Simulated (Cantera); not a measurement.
Feed: 1 mol KCl, 1.2 mol H2, held at 1727 °C and 1.00 bar.

These are equilibrium values from Cantera (NASA tables, ideal gas, pure condensed phases), not measurements of a reactor. Rates play no part.

| species | before | after |
|---|---|---|
| H2 | 0.541 | 0.333 |
| KCl | 0.423 | 0.259 |
| H | 0.00120 | 0.161 |
| K2Cl2 | 0.0106 | 1.35e-7 |
| Cl | 1.93e-5 | 0.0328 |
| K | 0.0117 | 0.124 |
| HCl | 0.0117 | 0.0910 |
| KH | 3.58e-5 | 1.73e-6 |
Gas species are given as mole fractions.

Problem. Name the change that produced these shifts.
(A) temperature from 1727 °C to 1975 °C
(B) temperature from 1727 °C to 1125 °C
(C) pressure from 1.00 bar to 3.40 Pa
(D) pressure from 1.00 bar to 11.0 mbar

Solution. C, pressure from 1.00 bar to 3.40 Pa
